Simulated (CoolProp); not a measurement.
Vapour pressure (bar) of n-nonane: the reference equation beside estimates from Tc = 594.5 K, pc = 22.82 bar, ω = 0.443.

Model: reference Helmholtz-energy equation of state, Lemmon 2006, in CoolProp. It is a short technical equation, of lower accuracy than the large ones.

```tsv
T (K)	reference	Lee-Kesler	van der Waals	Redlich-Kwong	Soave-Redlich-Kwong	Peng-Robinson
418.6	0.8784	0.8794	4.711	2.095	0.8787	0.8816
426.8	1.093	1.097	5.195	2.459	1.096	1.096
435	1.347	1.353	5.710	2.867	1.354	1.350
443.2	1.644	1.655	6.257	3.320	1.656	1.648
451.3	1.986	2.001	6.830	3.815	2.004	1.991
459.5	2.385	2.405	7.443	4.367	2.412	2.392
467.7	2.843	2.869	8.089	4.973	2.882	2.854
475.9	3.365	3.397	8.770	5.634	3.418	3.381
484.1	3.958	3.996	9.487	6.353	4.027	3.980
492.3	4.628	4.672	10.24	7.133	4.716	4.658
500.5	5.380	5.431	11.03	7.976	5.491	5.422
508.7	6.221	6.279	11.85	8.884	6.358	6.277
516.9	7.160	7.224	12.71	9.859	7.325	7.233
525.1	8.203	8.273	13.61	10.90	8.398	8.295
533.3	9.358	9.435	14.55	12.02	9.585	9.473
```

Absolute difference from the reference over all 15 rows, mean and median: Lee-Kesler 0.8 and 0.9 %, van der Waals 191.5 and 160.6 %, Redlich-Kwong 73.4 and 67.4 %, Soave-Redlich-Kwong 1.4 and 1.6 %, Peng-Robinson 0.6 and 0.5 %.
